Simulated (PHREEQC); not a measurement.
Make-up at 20 °C: 0.066 mol Cu(NO3)2, 0.0015 mol HNO3 and 0.0038 mol FeCl3 per kg of water. Closed to the air; pH follows from the charge balance.

Equilibrium calculation in PHREEQC: ion-association model, phreeqc.dat.

```json
[
 {"quantity": "pH", "before": "2.53", "after": "3.29"},
 {"quantity": "Cl- (mol/kgw)", "before": "0.0108", "after": "0.00113"},
 {"quantity": "CuCl+ (mol/kgw)", "before": "0.000475", "after": "9.19e-6"},
 {"quantity": "CuCl2 (mol/kgw)", "before": "1.26e-6", "after": "3.94e-9"},
 {"quantity": "CuOH+ (mol/kgw)", "before": "1.00e-7", "after": "8.81e-8"}
]
```

Problem. Name the change that produced these shifts.
(A) FeCl3 replaced by NaCl at the same molality
(B) Cu(NO3)2 from 0.066 to 0.132 mol/kgw
(C) HNO3 left out
(D) diluted 10-fold with water
(E) HNO3 from 0.0015 to 0.015 mol/kgw

Solution. D, diluted 10-fold with water

No solid was allowed to form. Some of these states are supersaturated (in Hematite (slow to form), Goethite (slow to form), Fe(OH)3(a), for instance).
